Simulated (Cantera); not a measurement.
Charge: 1 mol Hg, 0.036 mol H2, equilibrated at 1052 °C and 16.0 mbar.

These are equilibrium values from Cantera (NASA tables, ideal gas, pure condensed phases), not measurements of a reactor. Candidate condensed phases: Hg; 3 gas species. Equilibrium is a limit: real reactors are often held back by kinetics, nucleation or transport.

### Question
What is the equilibrium state?

### Answer
| Quantity | Result |
|---|---|
| x(Hg) | 0.965 |
| x(H2) | 0.0347 |
| x(H) | 2.41e-6 |
| gas amount | 1.036 mol |
| log10 activity of Hg(l) (absent) | -4.31 |
